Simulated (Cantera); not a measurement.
A closed system holds: 1 mol C, 0.33 mol NH3, a varied amount of N2, at 2500 °C and 0.133 bar.

Equilibrium computed with Cantera from the NASA thermochemical tables; the gas is ideal and each condensed phase is pure. Candidate condensed phases: C, C6H6, C7H8, C8H18; 92 gas species. Kinetics and transport are ignored.

x: gas mole fraction; n: condensed amount in mol.

```csv
n(N2) (mol),x N2,x H2,x H,x HCN,x C2H2 (acetylene),n C(graphite)
0.2,0.365,0.427,0.133,0.0517,0.0130,0.917
0.28,0.412,0.387,0.127,0.0522,0.0118,0.912
0.39,0.465,0.342,0.119,0.0522,0.0104,0.905
0.56,?,?,?,0.0513,?,0.896
0.79,0.596,0.238,0.0994,0.0493,0.00726,0.885
1.1,?,?,?,0.0464,?,0.873
1.6,0.724,0.143,0.0770,0.0421,0.00435,0.856
2.2,0.775,0.108,0.0670,0.0379,0.00330,0.840
3.1,0.822,0.0777,0.0568,0.0331,0.00237,0.819
4.4,0.862,0.0538,0.0472,0.0282,0.00164,0.795
6.3,0.895,0.0357,0.0385,0.0234,0.00109,0.767
8.9,0.920,0.0234,0.0312,0.0192,0.000714,0.735
13,0.941,0.0143,0.0244,0.0152,0.000436,0.696
```

### Question
Fill in the missing entries.

### Answer

- 0.56, x N2: 0.530
- 0.56, x H2: 0.289
- 0.56, x H: 0.110
- 0.56, x C2H2 (acetylene): 0.00882
- 1.1, x N2: 0.658
- 1.1, x H2: 0.191
- 1.1, x H: 0.0890
- 1.1, x C2H2 (acetylene): 0.00582
